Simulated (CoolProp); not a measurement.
Methanol along the isotherm 620 K: fugacity coefficient from the reference equation and from simpler models built on Tc = 513.4 K, pc = 8.216 MPa, ω = 0.565; each cubic takes its own stable root.

The numbers come from the reference Helmholtz-energy equation of state, de Reuck 1993 in CoolProp.

| p (MPa) | phase | reference |
|---|---|---|
| 0.13 | gas | 0.9974 |
| 0.246 | gas | 0.9951 |
| 0.467 | gas | 0.9907 |
| 0.885 | gas | 0.9823 |
| 1.68 | gas | 0.9665 |
| 3.18 | gas | 0.9367 |
| 6.03 | gas | 0.8814 |
| 11.4 | supercritical | 0.7861 |
| 21.7 | supercritical | 0.6368 |
| 41.1 | supercritical | 0.4786 |

Q: How far does each simpler model (van der Waals, Redlich-Kwong, Soave-Redlich-Kwong, Peng-Robinson) lie from the reference over these 10 states: mean and median of the absolute difference, and the worst?

A: 
- van der Waals: mean 1.9 %, median 0.6 %, worst -9.9 % at 620 K and 21.7 MPa
- Redlich-Kwong: mean 1.9 %, median 0.9 %, worst -7.6 % at 620 K and 21.7 MPa
- Soave-Redlich-Kwong: mean 3.8 %, median 0.5 %, worst +23.1 % at 620 K and 41.1 MPa
- Peng-Robinson: mean 1.6 %, median 0.3 %, worst +11.9 % at 620 K and 41.1 MPa
